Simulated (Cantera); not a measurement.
Input (Python, Cantera):

```python
import numpy as np
import cantera as ct

gas = ct.Solution("gri30.yaml")
gas.TPX = 1250, 100000, {'N2O': 1, 'H2O': 0.04, 'N2': 0.0014}
reactor = ct.IdealGasConstPressureReactor(gas, energy="off", clone=False)
net = ct.ReactorNet([reactor])
net.rtol, net.atol = 1e-08, 1e-18
show = ['N2O', 'H2O', 'NO', 'OH', 'H2', 'HO2']
times = np.geomspace(7e-06, 200, 12)

steps = ct.SolutionArray(gas, extra=["t"])
rows = []
print(f"{'t/s':>10s}{'T/K':>9s}{'P/Pa':>11s}" + "".join(f"{s:>11s}" for s in show))
for t in times:
    while net.time < t:
        t_next = net.step()
        steps.append(gas.state, t=t_next)
    rows.append([np.interp(t, steps.t, y) for y in (steps.T, steps.P, *steps(*show).X.T)])
    print(f"{t:10.3e}{rows[-1][0]:9.1f}{rows[-1][1]:11.4g}" + "".join(f"{x:11.3e}" for x in rows[-1][2:]))
rate = np.gradient(steps.T, steps.t)
print("integrator steps:", len(steps.t))
if steps.T.max() > steps.T[0] + 200:
    print(f"time of steepest temperature rise: {steps.t[rate.argmax()]:.4e} s")
gas.TPX = 1250, 100000, {'N2O': 1, 'H2O': 0.04, 'N2': 0.0014}
gas.equilibrate("TP")
print(f"equilibrium (TP): T = {gas.T:.1f} K  " + "  ".join(f"{s} {gas[s].X[0]:.3e}" for s in show))
```

Output:

```
       t/s      T/K       P/Pa        N2O        H2O         NO         OH         H2        HO2
 7.000e-06   1250.0      1e+05  9.602e-01  3.841e-02  6.367e-07  2.283e-07  8.334e-13  2.266e-09
 3.334e-05   1250.0      1e+05  9.602e-01  3.841e-02  5.586e-06  1.912e-06  1.341e-10  1.076e-07
 1.588e-04   1250.0      1e+05  9.599e-01  3.840e-02  3.018e-05  8.141e-06  7.017e-09  2.264e-06
 7.560e-04   1250.0      1e+05  9.584e-01  3.837e-02  1.386e-04  1.639e-05  9.421e-08  7.622e-06
 3.600e-03   1250.0      1e+05  9.515e-01  3.828e-02  5.883e-04  2.210e-05  2.167e-07  4.928e-06
 1.715e-02   1250.0      1e+05  9.195e-01  3.787e-02  2.666e-03  2.734e-05  1.013e-07  2.607e-06
 8.165e-02   1250.0      1e+05  7.884e-01  3.617e-02  1.165e-02  3.116e-05  6.090e-08  9.151e-07
 3.888e-01   1250.0      1e+05  4.269e-01  3.149e-02  3.474e-02  2.774e-05  4.351e-08  2.457e-07
 1.852e+00   1250.0      1e+05  6.237e-02  2.676e-02  5.052e-02  1.458e-05  1.563e-08  6.185e-08
 8.819e+00   1250.0      1e+05  1.434e-04  2.596e-02  5.026e-02  3.292e-06  1.694e-09  1.540e-08
 4.200e+01   1250.0      1e+05  5.992e-07  2.596e-02  5.022e-02  3.209e-06  1.650e-09  1.518e-08
 2.000e+02   1250.0      1e+05  5.957e-07  2.596e-02  5.006e-02  3.209e-06  1.650e-09  1.518e-08
integrator steps: 1708
equilibrium (TP): T = 1250.0 K  N2O 1.977e-08  H2O 2.595e-02  NO 3.200e-04  OH 3.274e-06  H2 1.582e-09  HO2 1.614e-08
```

Detailed kinetics in Cantera: GRI-Mech 3.0 (53 species, 325 reactions). GRI-Mech 3.0 was tuned for natural gas; its chemistry of N2O as a main component is partial and can be far from experiment. The mechanism lacks the step 2 NO + O2 → 2 NO2, which can matter for NO2 below about 1400 K. The temperature is held fixed by assumption; the heat of reaction is taken as removed at once.
